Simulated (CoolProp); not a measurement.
Properties of CF4 (R14) along the isotherm 9.15 °C.

Model: reference Helmholtz-energy equation of state, Platzer 1990, in CoolProp. This equation is an older, rougher fit.

| p (bar) | phase | density (kg/m³) | speed of sound (m/s) | viscosity (µPa s) | conductivity (mW/(m K)) |
|---|---|---|---|---|---|
| 0.0595 | gas | 0.2231 | 176.2 | 16.4 | 14.7 |
| 0.0873 | gas | 0.3274 | 176.2 | 16.4 | 14.7 |
| 0.128 | gas | 0.4802 | 176.1 | 16.4 | 14.7 |
| 0.188 | gas | 0.7055 | 176.1 | 16.4 | 14.7 |
| 0.276 | gas | 1.036 | 176.1 | 16.4 | 14.7 |
| 0.405 | gas | 1.521 | 176.0 | 16.4 | 14.7 |
| 0.595 | gas | 2.237 | 175.9 | 16.4 | 14.7 |
| 0.873 | gas | 3.286 | 175.7 | 16.4 | 14.7 |
| 1.28 | gas | 4.827 | 175.5 | 16.5 | 14.8 |
| 1.88 | gas | 7.109 | 175.2 | 16.5 | 14.8 |
| 2.76 | gas | 10.48 | 174.8 | 16.5 | 14.8 |
| 4.05 | gas | 15.47 | 174.1 | 16.6 | 14.9 |
| 5.95 | gas | 22.92 | 173.1 | 16.7 | 14.9 |
| 8.73 | gas | 34.08 | 171.7 | 16.9 | 15.1 |
| 12.8 | gas | 50.94 | 169.7 | 17.2 | 15.3 |
| 18.8 | gas | 77.07 | 166.8 | 17.6 | 15.7 |

Viscosity comes from a separate model (Huber 2003), an estimate that may be off by 10 % or more. Thermal conductivity comes from a separate model (Huber 2003), an estimate that may be off by 10 % or more.
